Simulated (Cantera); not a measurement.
A Cantera script and its output.

```python
import numpy as np
import cantera as ct

gas = ct.Solution("gri30.yaml")
gas.TPX = 1423, 101325, {'CH4': 0.0037, 'O2': 0.04, 'N2': 1}
reactor = ct.IdealGasConstPressureReactor(gas, energy="off", clone=False)
net = ct.ReactorNet([reactor])
net.rtol, net.atol = 1e-08, 1e-18
show = ['CH4', 'O2', 'C2H', 'CH2', 'H2', 'HCN', 'H2O2']
times = np.geomspace(2e-06, 10, 12)

steps = ct.SolutionArray(gas, extra=["t"])
rows = []
print(f"{'t/s':>10s}{'T/K':>9s}{'P/Pa':>11s}" + "".join(f"{s:>11s}" for s in show))
for t in times:
    while net.time < t:
        t_next = net.step()
        steps.append(gas.state, t=t_next)
    rows.append([np.interp(t, steps.t, y) for y in (steps.T, steps.P, *steps(*show).X.T)])
    print(f"{t:10.3e}{rows[-1][0]:9.1f}{rows[-1][1]:11.4g}" + "".join(f"{x:11.3e}" for x in rows[-1][2:]))
rate = np.gradient(steps.T, steps.t)
print("integrator steps:", len(steps.t))
if steps.T.max() > steps.T[0] + 200:
    print(f"time of steepest temperature rise: {steps.t[rate.argmax()]:.4e} s")
gas.TPX = 1423, 101325, {'CH4': 0.0037, 'O2': 0.04, 'N2': 1}
gas.equilibrate("TP")
print(f"equilibrium (TP): T = {gas.T:.1f} K  " + "  ".join(f"{s} {gas[s].X[0]:.3e}" for s in show))
```

Result:

```
       t/s      T/K       P/Pa        CH4         O2        C2H        CH2         H2        HCN       H2O2
 2.000e-06   1423.0  1.013e+05  3.545e-03  3.833e-02  1.077e-35  2.200e-18  1.723e-11  1.839e-22  5.923e-14
 8.129e-06   1423.0  1.013e+05  3.545e-03  3.833e-02  1.034e-31  1.176e-16  1.951e-10  3.372e-21  8.535e-13
 3.304e-05   1423.0  1.013e+05  3.545e-03  3.833e-02  3.474e-28  2.841e-15  1.297e-09  7.319e-20  8.742e-12
 1.343e-04   1423.0  1.013e+05  3.545e-03  3.833e-02  3.896e-25  2.770e-14  6.571e-09  1.667e-18  4.882e-11
 5.458e-04   1423.0  1.013e+05  3.544e-03  3.832e-02  5.568e-22  4.539e-13  4.050e-08  3.799e-17  1.771e-10
 2.218e-03   1423.0  1.013e+05  3.533e-03  3.832e-02  5.770e-18  3.761e-11  6.221e-07  1.776e-15  4.349e-10
 9.016e-03   1423.0  1.013e+05  2.538e-20  3.133e-02 -2.337e-27 -3.202e-20  2.185e-05  1.550e-12  5.557e-08
 3.664e-02   1423.0  1.013e+05 -1.041e-19  3.123e-02 -1.382e-34 -5.287e-21  4.673e-07  1.801e-15  2.455e-09
 1.489e-01   1423.0  1.013e+05 -8.889e-20  3.123e-02  1.309e-34  1.906e-22  5.273e-08  1.804e-16  3.279e-10
 6.053e-01   1423.0  1.013e+05  2.204e-21  3.123e-02  3.631e-36  2.070e-24  2.595e-08  1.155e-17  1.658e-10
 2.460e+00   1423.0  1.013e+05  6.696e-25  3.123e-02 -3.421e-37  3.190e-26  2.563e-08  4.654e-18  1.638e-10
 1.000e+01   1423.0  1.013e+05  4.312e-25  3.123e-02 -3.025e-38  2.122e-26  2.563e-08  6.445e-19  1.638e-10
integrator steps: 2076
equilibrium (TP): T = 1423.0 K  CH4 8.229e-34  O2 3.106e-02  C2H 4.430e-49  CH2 2.116e-35  H2 2.571e-08  HCN 4.369e-23  H2O2 1.633e-10
```

Cantera simulation using GRI-Mech 3.0 (53 species, 325 reactions); the numbers are that mechanism's predictions, not measurements.
